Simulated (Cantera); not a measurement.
What does this Cantera script print?

```python
import numpy as np
import cantera as ct

gas_names = """
    CL CL2 H HCL H2 Si SiCL SiCL2 SiCL3 SiCL4 SiH SiHCL3 SiH2 SiH2CL2 SiH3 SiH3CL SiH4 Si2 Si3
""".split()
cond_names = """
    Si(cr) Si(L)
""".split()


def load(file, names, dense=False):
    # The tables refer to 1 bar. Condensed volumes are neglected.
    table = {s.name: s for s in ct.Species.list_from_file(file)}
    out = []
    for n in names:
        d = dict(table[n].input_data)
        d["thermo"] = dict(d["thermo"], **{"reference-pressure": 1e5})
        if dense:
            d["equation-of-state"] = {"model": "constant-volume", "density": "1e6 g/cm^3"}
        out.append(ct.Species.from_dict(d))
    return out


gas = ct.Solution(thermo="ideal-gas", species=load("nasa_gas.yaml", gas_names))
cond = {s.name: ct.Solution(thermo="fixed-stoichiometry", species=[s], name=s.name)
        for s in load("nasa_condensed.yaml", cond_names, dense=True)}
atoms = {
    'SiH4': {'Si': 1, 'H': 4},
    'Cl2': {'CL': 2},
    'H2': {'H': 2},
    'HCl': {'H': 1, 'CL': 1},
}
top_T = {}  # K; cautious upper limits of use, not melting points


def equilibrate(T, P, feed):
    n = {}
    for name, mol in feed.items():
        for a, k in atoms[name].items():
            n[a] = n.get(a, 0.0) + k * mol
    gas.TPX = T, P, n
    mass = sum(n.values()) * gas.mean_molecular_weight
    gas.equilibrate("TP")
    valid = [c for c in cond.values() if c.min_temp <= T <= top_T.get(c.name, c.max_temp)]
    mix = ct.Mixture([(gas, mass / gas.mean_molecular_weight)] + [(c, 0.0) for c in valid])
    mix.T, mix.P = T, P
    mix.equilibrate("TP", solver="vcs", rtol=1e-11, max_steps=5000)
    return mix


results = []
feed = {'SiH4': 1, 'Cl2': 0.51, 'H2': 120, 'HCl': 0.06}  # mol
P = 86000  # Pa
for T in [875, 925, 975, 1025, 1075, 1125, 1175, 1225, 1275, 1325, 1375, 1425, 1475]:
    mix = equilibrate(T, P, feed)
    results.append((T, P, feed, dict(zip(mix.species_names, mix.species_moles))))

top = {s: max(r[3][s] / sum(r[3][g] for g in gas_names) for r in results) for s in gas_names}
cols = sorted((s for s in top if top[s] > 1e-06), key=lambda s: -top[s])[:6]
seen = [c for c in cond_names if any(r[3].get(c, 0) > 1e-12 for r in results)]
print("log10 of partial pressures in bar; condensed amounts in mol")
print(f"{'T/K':>10s}" + "".join(f"{s[:9]:>10s}" for s in cols + seen))
for T, P, feed, n in results:
    ng = sum(n[g] for g in gas_names)
    print(f"{T:10.4g}" + "".join(f"{np.log10(max(n[s] / ng * P / 1e5, 1e-99)):10.3f}" for s in cols)
          + "".join(f"{n.get(c, 0):10.4g}" for c in seen))
```

It prints:

```
log10 of partial pressures in bar; condensed amounts in mol
       T/K        H2       HCL    SiHCL3     SiCL4   SiH2CL2     SiCL2    Si(cr)
       875    -0.067    -3.031    -2.906    -3.211    -3.641    -5.890    0.7014
       925    -0.067    -2.815    -2.950    -3.258    -3.651    -5.402     0.727
       975    -0.068    -2.629    -3.015    -3.334    -3.677    -4.983    0.7618
      1025    -0.068    -2.474    -3.111    -3.451    -3.725    -4.629    0.8047
      1075    -0.068    -2.351    -3.248    -3.626    -3.803    -4.344    0.8517
      1125    -0.069    -2.262    -3.440    -3.873    -3.918    -4.129    0.8958
      1175    -0.069    -2.204    -3.688    -4.196    -4.072    -3.982    0.9297
      1225    -0.069    -2.173    -3.979    -4.577    -4.256    -3.889    0.9508
      1275    -0.069    -2.157    -4.287    -4.981    -4.451    -3.832    0.9619
      1325    -0.069    -2.150    -4.593    -5.383    -4.646    -3.793    0.9671
      1375    -0.069    -2.147    -4.887    -5.769    -4.834    -3.765    0.9694
      1425    -0.069    -2.146    -5.165    -6.135    -5.011    -3.742    0.9702
      1475    -0.069    -2.145    -5.426    -6.478    -5.178    -3.723    0.9702
```

Cantera equilibrium calculation (NASA polynomials, part measured and part estimated; ideal gas, pure solids and liquids). The tables' values for SiCl3 are old estimates; treat these amounts as uncertain.
